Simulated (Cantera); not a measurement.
Feed: 1 mol Si(CH3)4, 200 mol H2, equilibrated at 927 °C.

Cantera equilibrium calculation (NASA polynomials, part measured and part estimated; ideal gas, pure solids and liquids). Candidate condensed phases: C, C6H6, C7H8, C8H18, Si, SiC; 87 gas species. Kinetics and transport are ignored.

x: gas mole fraction; n: condensed amount in mol.

| P (Pa) | x H2 | x CH4 | x H | x C2H4 | x C2H6 | x C2H2 (acetylene) | x CH3 | n C(graphite) | n SiC(s) |
|---|---|---|---|---|---|---|---|---|---|
| 100 | 1.000 | 1.58e-5 | 6.24e-6 | 1.25e-9 | <1e-12 | 1.03e-7 | 1.88e-9 | 3.00 | 1.00 |
| 270 | 1.000 | 4.26e-5 | 3.80e-6 | 3.38e-9 | [?] | 1.03e-7 | 3.09e-9 | 2.99 | 1.00 |
| 720 | 1.000 | 0.000114 | 2.33e-6 | 9.01e-9 | [?] | 1.03e-7 | 5.04e-9 | 2.98 | 1.00 |
| 1900 | 1.000 | 0.000300 | 1.43e-6 | 2.38e-8 | [?] | 1.03e-7 | 8.19e-9 | 2.94 | 1.00 |
| 5200 | 0.999 | 0.000820 | 8.65e-7 | 6.50e-8 | [?] | 1.03e-7 | 1.35e-8 | 2.83 | 1.00 |
| 14000 | 0.998 | 0.00220 | 5.27e-7 | 1.74e-7 | [?] | 1.02e-7 | 2.22e-8 | 2.55 | 1.00 |
| 37000 | 0.994 | 0.00578 | 3.23e-7 | 4.58e-7 | [?] | 1.02e-7 | 3.59e-8 | 1.82 | 1.00 |
| 100000 | 0.985 | 0.0148 | 1.96e-7 | 1.13e-6 | [?] | 9.39e-8 | 5.60e-8 | 0 | 1.00 |

Task: Some entries are withheld; supply them.

Result: 
- 270, x C2H6: 1.40e-12
- 720, x C2H6: 9.97e-12
- 1900, x C2H6: 6.94e-11
- 5200, x C2H6: 5.19e-10
- 14000, x C2H6: 3.74e-9
- 37000, x C2H6: 2.59e-8
- 100000, x C2H6: 1.71e-7
